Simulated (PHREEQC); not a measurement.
Consider water at 25 °C with 0.0044 mol/kgw LiOH, 0.00046 mol/kgw H4SiO4 and 0.0033 mol/kgw (CH3)4NCl. It is in equilibrium with CO2 at log p = -3.5 (atm). Otherwise closed; pH follows from the charge balance.

Model: ion-association model, phreeqc.dat, run in PHREEQC.

```
quantity                    before    after
------------------------  --------  -------
pH                            8.88     7.92
ionic strength (mol/kgw)   0.00788  0.00374
CO3-2 (mol/kgw)           0.000185  2.05e-6
H3SiO4- (mol/kgw)          5.04e-5  6.02e-6
CO2 (mol/kgw)              1.07e-5  1.08e-5
SI of Chalcedony (SiO2)      +0.16    +0.21
```

Task: What was changed between the two runs?
(A) (CH3)4NCl replaced by AlCl3 at the same molality
(B) LiOH from 0.0044 to 0.00044 mol/kgw
(C) temperature from 25 to 35 °C
(D) (CH3)4NCl left out
(E) LiOH left out

Result: B, LiOH from 0.0044 to 0.00044 mol/kgw

Precipitation was switched off in this run. Some of these states are supersaturated (in Quartz (slow to form), Chalcedony (slow to form), for instance). (CH3)4N+ isn't in the database: it is added as a free cation with an ion size of 4 Å.
